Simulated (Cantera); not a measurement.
Feed: 1 mol MgCO3, 0.6 mol H2O, equilibrated at 1748.15 K and 0.100 bar.

These are equilibrium values from Cantera (NASA tables, ideal gas, pure condensed phases), not measurements of a reactor. Candidate condensed phases: C, C6H6, C7H8, C8H18, H2O, Mg, MgCO3, MgO, Mg(OH)2; 116 gas species. Kinetics and transport are ignored.

Problem. What is the equilibrium state?

Solution. 
```json
{
  "x(CO2)": "0.619",
  "x(H2O)": "0.373",
  "x(CO)": "0.00460",
  "x(O2)": "0.00254",
  "x(H2)": "0.000767",
  "x(OH)": "0.000569",
  "x(H)": "2.00e-5",
  "x(O)": "1.17e-5",
  "x(Mg(OH)2)": "1.45e-6",
  "n(MgO(s))": "1.000 mol",
  "gas_amount": "1.605 mol",
  "log10 activity of C(graphite) (absent)": "-9.45",
  "log10 activity of Mg(l) (absent)": "-10.36"
}
```
